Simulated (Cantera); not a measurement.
Input (Python, Cantera) and output of one run.

```python
import numpy as np
import cantera as ct

gas_names = """
    H HNO HNO2 HNO3 HO2 H2 H2O H2O2 N NH NH2 NH3 NH2OH NO NO2 NO3 N2 N2H2 N2H4 N2O O OH O2 O3 Si SiH
    SiH2 SiH3 SiH4 SiN SiO SiO2 Si2 Si2N Si3
""".split()
cond_names = """
    H2O(s) H2O(L) Si(cr) Si(L) SiO2(Lqz) SiO2(hqz) SiO2(L) Si2N2O(s) Si3N4(a)
""".split()


def load(file, names, dense=False):
    # The tables refer to 1 bar. Condensed volumes are neglected.
    table = {s.name: s for s in ct.Species.list_from_file(file)}
    out = []
    for n in names:
        d = dict(table[n].input_data)
        d["thermo"] = dict(d["thermo"], **{"reference-pressure": 1e5})
        if dense:
            d["equation-of-state"] = {"model": "constant-volume", "density": "1e6 g/cm^3"}
        out.append(ct.Species.from_dict(d))
    return out


gas = ct.Solution(thermo="ideal-gas", species=load("nasa_gas.yaml", gas_names))
cond = {s.name: ct.Solution(thermo="fixed-stoichiometry", species=[s], name=s.name)
        for s in load("nasa_condensed.yaml", cond_names, dense=True)}
atoms = {
    'Si2H6': {'Si': 2, 'H': 6},
    'N2O': {'N': 2, 'O': 1},
    'N2': {'N': 2},
    'H2O': {'H': 2, 'O': 1},
}
top_T = {'Si2N2O(s)': 2100, 'Si3N4(a)': 2400}  # K; cautious upper limits of use, not melting points


def equilibrate(T, P, feed):
    n = {}
    for name, mol in feed.items():
        for a, k in atoms[name].items():
            n[a] = n.get(a, 0.0) + k * mol
    gas.TPX = T, P, n
    mass = sum(n.values()) * gas.mean_molecular_weight
    gas.equilibrate("TP")
    valid = [c for c in cond.values() if c.min_temp <= T <= top_T.get(c.name, c.max_temp)]
    mix = ct.Mixture([(gas, mass / gas.mean_molecular_weight)] + [(c, 0.0) for c in valid])
    mix.T, mix.P = T, P
    mix.equilibrate("TP", solver="vcs", rtol=1e-11, max_steps=5000)
    return mix


results = []
T = 548.15  # K
P = 770  # Pa
for m in [2, 2.4, 2.9, 3.6, 4.3, 5.3, 6.4, 7.8, 9.4, 11, 14]:
    feed = {'Si2H6': 1, 'N2O': m, 'N2': 94, 'H2O': 0.92}  # mol
    mix = equilibrate(T, P, feed)
    results.append((T, P, feed, dict(zip(mix.species_names, mix.species_moles))))
    x = sorted(zip(gas.X, gas.species_names), reverse=True)
    print(f"T = {T:g} K  P = {P:g} Pa  n(N2O) = {m:g} mol  gas = {mix.phase_moles(0):.4g} mol")
    print("   x: " + "  ".join(f"{s} {v:.3e}" for v, s in x if v > 1e-06))
    print("   condensed (mol): " + ("  ".join(f"{mix.phase(i).name} {mix.phase_moles(i):.4g}"
          for i in range(1, mix.n_phases) if mix.phase_moles(i) > 1e-12) or "none"))
```

Output:

```
T = 548.15 K  P = 770 Pa  n(N2O) = 2 mol  gas = 99.56 mol
   x: N2 9.606e-01  H2 3.936e-02  NH3 6.460e-06
   condensed (mol): SiO2(Lqz) 1.28  Si2N2O(s) 0.36
T = 548.15 K  P = 770 Pa  n(N2O) = 2.4 mol  gas = 100.1 mol
   x: N2 9.608e-01  H2 3.915e-02  NH3 6.409e-06
   condensed (mol): SiO2(Lqz) 1.547  Si2N2O(s) 0.2267
T = 548.15 K  P = 770 Pa  n(N2O) = 2.9 mol  gas = 100.8 mol
   x: N2 9.611e-01  H2 3.890e-02  NH3 6.346e-06
   condensed (mol): SiO2(Lqz) 1.88  Si2N2O(s) 0.06
T = 548.15 K  P = 770 Pa  n(N2O) = 3.6 mol  gas = 101.5 mol
   x: N2 9.614e-01  H2 3.348e-02  H2O 5.122e-03  NH3 5.070e-06
   condensed (mol): SiO2(Lqz) 2
T = 548.15 K  P = 770 Pa  n(N2O) = 4.3 mol  gas = 102.2 mol
   x: N2 9.617e-01  H2 2.641e-02  H2O 1.194e-02  NH3 3.552e-06
   condensed (mol): SiO2(Lqz) 2
T = 548.15 K  P = 770 Pa  n(N2O) = 5.3 mol  gas = 103.2 mol
   x: N2 9.620e-01  H2O 2.151e-02  H2 1.647e-02  NH3 1.749e-06
   condensed (mol): SiO2(Lqz) 2
T = 548.15 K  P = 770 Pa  n(N2O) = 6.4 mol  gas = 104.3 mol
   x: N2 9.624e-01  H2O 3.183e-02  H2 5.751e-03
   condensed (mol): SiO2(Lqz) 2
T = 548.15 K  P = 770 Pa  n(N2O) = 7.8 mol  gas = 106.1 mol
   x: N2 9.593e-01  H2O 3.694e-02  O2 3.769e-03
   condensed (mol): SiO2(Lqz) 2
T = 548.15 K  P = 770 Pa  n(N2O) = 9.4 mol  gas = 108.5 mol
   x: N2 9.528e-01  H2O 3.612e-02  O2 1.106e-02
   condensed (mol): SiO2(Lqz) 2
T = 548.15 K  P = 770 Pa  n(N2O) = 11 mol  gas = 110.9 mol
   x: N2 9.466e-01  H2O 3.534e-02  O2 1.803e-02
   condensed (mol): SiO2(Lqz) 2
T = 548.15 K  P = 770 Pa  n(N2O) = 14 mol  gas = 115.4 mol
   x: N2 9.357e-01  H2O 3.396e-02  O2 3.032e-02
   condensed (mol): SiO2(Lqz) 2
```

Method: chemical equilibrium by Gibbs-energy minimisation in Cantera with the NASA 1993 tables (ideal gas, pure condensed phases). The feed counts by its element totals alone.
